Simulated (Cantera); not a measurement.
What does this Cantera script print?

```python
import numpy as np
import cantera as ct

gas_names = """
    H H2 N NH NH2 NH3 N2 N2H2 N2H4 Pb Pb2
""".split()
cond_names = """
    Pb(cr) Pb(L)
""".split()


# ... load() reads the species with a 1 bar reference pressure and builds the phases ...
atoms = {
    'Pb': {'Pb': 1},
    'H2': {'H': 2},
    'N2': {'N': 2},
}
top_T = {}  # K; cautious upper limits of use, not melting points


# ... equilibrate(T, P, feed) seeds the gas with the atoms and calls Mixture.equilibrate('TP', solver="vcs", rtol=1e-11, max_steps=5000) ...
results = []
feed = {'Pb': 1, 'H2': 1.3, 'N2': 0.12}  # mol
P = 760  # Pa
for T in [623, 698, 773, 848, 923, 998, 1073, 1148, 1223, 1298, 1373, 1448]:
    mix = equilibrate(T, P, feed)
    results.append((T, P, feed, dict(zip(mix.species_names, mix.species_moles))))

top = {s: max(r[3][s] / sum(r[3][g] for g in gas_names) for r in results) for s in gas_names}
cols = sorted((s for s in top if top[s] > 0.0001), key=lambda s: -top[s])[:8]
seen = [c for c in cond_names if any(r[3].get(c, 0) > 1e-12 for r in results)]
print("log10 of partial pressures in bar; condensed amounts in mol")
print(f"{'T/K':>10s}" + "".join(f"{s[:9]:>10s}" for s in cols + seen))
for T, P, feed, n in results:
    ng = sum(n[g] for g in gas_names)
    print(f"{T:10.4g}" + "".join(f"{np.log10(max(n[s] / ng * P / 1e5, 1e-99)):10.3f}" for s in cols)
          + "".join(f"{n.get(c, 0):10.4g}" for c in seen))
```

Output:

```
log10 of partial pressures in bar; condensed amounts in mol
       T/K        H2        Pb        N2     Pb(L)
       623    -2.158   -10.683    -3.192         1
       698    -2.158    -8.993    -3.192         1
       773    -2.158    -7.637    -3.192         1
       848    -2.158    -6.524    -3.192    0.9999
       923    -2.158    -5.596    -3.192    0.9995
       998    -2.158    -4.810    -3.193    0.9971
      1073    -2.162    -4.136    -3.196    0.9862
      1148    -2.174    -3.553    -3.209    0.9456
      1223    -2.213    -3.042    -3.248    0.8074
      1298    -2.336    -2.592    -3.370    0.2798
      1373    -2.389    -2.503    -3.424         0
      1448    -2.389    -2.503    -3.424         0
```

Method: chemical equilibrium by Gibbs-energy minimisation in Cantera with the NASA 1993 tables (ideal gas, pure condensed phases).
